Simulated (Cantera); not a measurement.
Cantera run, input and output.

```python
import numpy as np
import cantera as ct

gas = ct.Solution("gri30.yaml")
gas.TPX = 548, 84000, {'CH4': 1, 'O2': 2.04, 'N2': 7.67, 'H2O': 0.85, 'H2': 0.079}
flame = ct.FreeFlame(gas, width=0.045)
flame.set_refine_criteria(ratio=3, slope=0.08, curve=0.16)
flame.transport_model = "mixture-averaged"
flame.solve(loglevel=0, auto=True)
z, T = flame.grid, flame.T
thick = (T[-1] - T[0]) / np.gradient(T, z).max()
show = ['CH4', 'O2', 'H2O', 'H', 'CH2CO', 'CH3']
print(f"laminar burning velocity  {flame.velocity[0] * 100:.3f} cm/s")
print(f"burnt temperature         {T[-1]:.1f} K")
print(f"thermal thickness         {thick * 1e3:.4f} mm")
print(f"grid points               {len(z)}")
z0 = z[flame.heat_release_rate.argmax()]
print(f"{'z/mm':>9s}{'T/K':>9s}{'u/(m/s)':>9s}" + "".join(f"{s:>11s}" for s in show))
rows = []
for k in (-3, -2, -1.5, -1, -0.5, -0.25, 0, 0.25, 0.5, 1, 2, 4, 8):
    zz = z0 + k * thick
    rows.append([k * thick, np.interp(zz, z, T), np.interp(zz, z, flame.velocity),
                 *(np.interp(zz, z, flame.X[gas.species_index(s)]) for s in show)])
    print(f"{rows[-1][0] * 1e3:9.3f}{rows[-1][1]:9.1f}{rows[-1][2]:9.3f}" + "".join(f"{x:11.3e}" for x in rows[-1][3:]))
```

Result:

```
laminar burning velocity  93.581 cm/s
burnt temperature         2247.0 K
thermal thickness         0.4749 mm
grid points               153
     z/mm      T/K  u/(m/s)        CH4         O2        H2O          H      CH2CO        CH3
   -1.425    548.1    0.937  8.585e-02  1.752e-01  7.301e-02  3.000e-13  2.568e-10  1.125e-08
   -0.950    549.6    0.940  8.562e-02  1.748e-01  7.317e-02  2.482e-11  5.604e-09  1.300e-07
   -0.712    556.1    0.953  8.504e-02  1.742e-01  7.401e-02  8.382e-10  4.867e-08  6.706e-07
   -0.475    603.5    1.039  8.180e-02  1.707e-01  7.990e-02  1.518e-07  7.743e-07  6.357e-06
   -0.237    946.4    1.649  6.044e-02  1.433e-01  1.167e-01  7.828e-05  2.080e-05  2.575e-04
   -0.119   1334.3    2.347  3.417e-02  1.056e-01  1.567e-01  6.420e-04  7.844e-05  1.563e-03
    0.000   1705.2    3.020  8.238e-03  5.970e-02  1.972e-01  3.100e-03  9.259e-05  1.915e-03
    0.119   1858.9    3.289  5.764e-04  3.295e-02  2.154e-01  6.184e-03  1.386e-05  2.356e-04
    0.237   1905.2    3.357  1.988e-05  2.398e-02  2.191e-01  7.323e-03  5.279e-07  9.218e-06
    0.475   1958.8    3.431  2.658e-08  1.920e-02  2.204e-01  6.921e-03  6.017e-10  1.422e-08
    0.950   2023.9    3.529  2.955e-12  1.623e-02  2.243e-01  5.236e-03  7.089e-14  1.851e-12
    1.899   2094.8    3.637  1.885e-16  1.334e-02  2.301e-01  3.327e-03  9.320e-19  8.162e-16
    3.799   2159.0    3.732  8.150e-17  1.052e-02  2.356e-01  1.908e-03  3.316e-19  2.942e-16
```

Cantera simulation using GRI-Mech 3.0 (53 species, 325 reactions); the numbers are that mechanism's predictions, not measurements. Burning velocities carry a grid error of a few per cent, more on coarse grids.
